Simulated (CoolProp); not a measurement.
Properties of C3F8 (R218) along the isotherm 177.8 K.

Values from CoolProp's reference Helmholtz-energy equation of state, Lemmon 2006. It is a short technical equation, of lower accuracy than the large ones.

```csv
p (MPa),phase,cp (kJ/(kg K)),cv (kJ/(kg K)),isothermal compressibility (1/MPa),expansivity (1/kK),viscosity (µPa s)
1.33,liquid,0.8609,0.5779,0.001224,1.887,1480
2.67,liquid,0.8599,0.5783,0.001200,1.866,1510
4,liquid,0.8590,0.5787,0.001178,1.845,1540
5.33,liquid,0.8581,0.5791,0.001157,1.826,1580
6.67,liquid,0.8573,0.5795,0.001136,1.807,1610
8,liquid,0.8565,0.5799,0.001117,1.789,1650
9.33,liquid,0.8558,0.5803,0.001098,1.771,1680
10.7,liquid,0.8550,0.5807,0.001079,1.754,1720
12,liquid,0.8544,0.5812,0.001062,1.738,1750
13.3,liquid,0.8538,0.5816,0.001046,1.722,1790
14.7,liquid,0.8531,0.5821,0.001029,1.706,1820
16,liquid,0.8526,0.5826,0.001014,1.691,1860
17.3,liquid,0.8520,0.5830,0.0009991,1.677,1900
18.7,liquid,0.8515,0.5835,0.0009839,1.662,1940
20,liquid,0.8510,0.5840,0.0009703,1.648,1970
```

Viscosity comes from a separate model (Huber 2003), an estimate that may be off by 10 % or more.
